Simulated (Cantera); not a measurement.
Charge: 1 mol Pb, 2.4 mol H₂O, 75 mol N₂, held at 852 °C and 5.30 bar.

Method: chemical equilibrium by Gibbs-energy minimisation in Cantera with the NASA 1993 tables (ideal gas, pure condensed phases). Candidate condensed phases: H₂O, Pb, PbO, PbO₂, Pb₃O₄; 27 gas species. Mutual solubility and eutectic melting of coexisting phases are not modelled. Rates play no part.

Base state: N₂ 0.969, H₂O 0.0310, Pb 3.57e-5 (mole fractions); condensed: Pb(l) + PbO(yellow).

What changes in the equilibrium state with this change: temperature from 852 °C to 1675 °C?


```tsv
species	before	after
N₂	0.969	0.957
H₂O	0.0310	0.0294
Pb	3.57e-5	0.0116
OH	1.19e-9	3.84e-5
NO	1.21e-9	3.39e-5
H	<1e-9	1.67e-5
Pb(l), mol	0.997	0
PbO(yellow), mol	0.000359	0
```
Gases not in the tables: (PbO)n polymers.
